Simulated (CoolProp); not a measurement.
A single-stage vapour-compression cycle with carbonyl sulfide: evaporating at 235.15 K (dew point), condensing at 265.15 K (bubble point), superheat 0 K, subcooling 5 K, compressor efficiency 0.6, no pressure losses. Each further row changes one setting.

The numbers come from the reference Helmholtz-energy equation of state, Lemmon 2006 in CoolProp. It is a short technical equation, of lower accuracy than the large ones.

| case | cooling COP | pressure ratio | discharge temperature (K) | refrigerating effect (kJ/kg) | volumetric capacity (kJ/m³) |
|---|---|---|---|---|---|
| as stated | 4.29 | 2.95 | 330.6 | 270 | 1490 |
| evaporating temperature 240.15 K | ___ | 2.41 | 317.8 | 272 | 1810 |
| condensing temperature 260.15 K | 5.24 | ___ | 315.6 | 276 | 1530 |
| subcooling 10 K | 4.39 | 2.95 | 330.6 | 276 | 1530 |
| superheat 10 K | ___ | 2.95 | ___ | 277 | 1460 |
| compressor efficiency 0.5 | 3.57 | 2.95 | 347.2 | 270 | 1490 |

Q: Fill in the missing entries.

A: 
- evaporating temperature 240.15 K, cooling COP: 5.35
- condensing temperature 260.15 K, pressure ratio: 2.51
- superheat 10 K, cooling COP: 4.20
- superheat 10 K, discharge temperature (K): 343.5
